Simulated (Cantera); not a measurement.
# Thermodynamics of thermal oxidation and active oxidation of silicon, feed Si + O2 + H2 + CO2

A closed system holds: 1 mol Si, 0.95 mol O2, 160 mol H2, 0.27 mol CO2, equilibrated at 1198 K and 60.0 mbar.

Equilibrium computed with Cantera from the NASA thermochemical tables; the gas is ideal and each condensed phase is pure. Candidate condensed phases: C, C6H6, C7H8, C8H18, H2O, Si, SiC, SiO2; 123 gas species. The tables hold silica as quartz up to 1696 K and as liquid above; real silica turns to tridymite and cristobalite and melts near 1996 K. The numbers say what is thermodynamically allowed, not how fast it happens.

- x(H2) = 0.997
- x(CO) = 0.00168
- x(H2O) = 0.00106
- x(CH4) = 2.41e-6
- x(CO2) = 1.31e-6
- n(SiO2(β-quartz)) = 1.00 mol
- gas amount = 160.3 mol
- log10 activity of C(graphite) (absent) = -2.60
- log10 activity of Si(s) (absent) = -8.56
